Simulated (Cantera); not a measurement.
What does this Cantera script print?

```python
import numpy as np
import cantera as ct

surf = ct.Interface("diamond.yaml", "diamond_100")
gas, bulk = surf.adjacent["gas"], surf.adjacent["diamond"]
k = surf.kinetics_species_index(bulk.species_names[0])
cover = ["c6HH", "c6H*", "c6*H", "c6**", "c6HM", "c6B"]

rows, drift = [], 0.0
print(f"{'P':>10s}{'um/h':>11s}" + "".join(f"{s:>11s}" for s in cover))
for v in [1400, 2300, 3500, 5500, 8600, 13000, 21000, 33000]:
    T, P, xH, xCH3 = 1350, v, 0.00026, 1.6e-05
    gas.TPX = T, P, {"H": xH, "CH3": xCH3, "CH4": 0.02, "H2": 1 - xH - xCH3 - 0.02}
    surf.TP = bulk.TP = T, P
    surf.coverages = "c6H*:0.1, c6HH:0.9"
    surf.advance_coverages(100.0)
    before = surf.coverages
    surf.advance_coverages(100.0)
    drift = max(drift, np.max(np.abs(surf.coverages - before) / (surf.coverages + 1e-9)))
    rate = surf.net_production_rates[k] * bulk.mean_molecular_weight / bulk.density * 3.6e9
    rows.append([rate, *surf[cover].coverages])
    print(f"{v:10.4g}{rate:11.4e}" + "".join(f"{x:11.3e}" for x in rows[-1][1:]))
```

Output:

```
         P       um/h       c6HH       c6H*       c6*H       c6**       c6HM        c6B
      1400 1.2652e-03  5.395e-01  4.133e-02  4.076e-01  1.157e-02  2.024e-06  3.433e-12
      2300 3.1441e-03  5.400e-01  4.128e-02  4.071e-01  1.154e-02  3.366e-06  8.532e-12
      3500 6.5993e-03  5.403e-01  4.125e-02  4.068e-01  1.153e-02  5.193e-06  1.791e-11
      5500 1.4139e-02  5.405e-01  4.123e-02  4.066e-01  1.151e-02  8.305e-06  3.837e-11
      8600 2.8822e-02  5.406e-01  4.122e-02  4.065e-01  1.150e-02  1.323e-05  7.821e-11
   1.3e+04 5.3684e-02  5.407e-01  4.121e-02  4.064e-01  1.149e-02  2.034e-05  1.457e-10
   2.1e+04 1.0647e-01  5.407e-01  4.121e-02  4.063e-01  1.149e-02  3.340e-05  2.889e-10
   3.3e+04 1.9810e-01  5.408e-01  4.121e-02  4.063e-01  1.148e-02  5.305e-05  5.375e-10
```

Computed with Cantera and the Harris–Goodwin 1993 mechanism for the reconstructed diamond (100) surface.
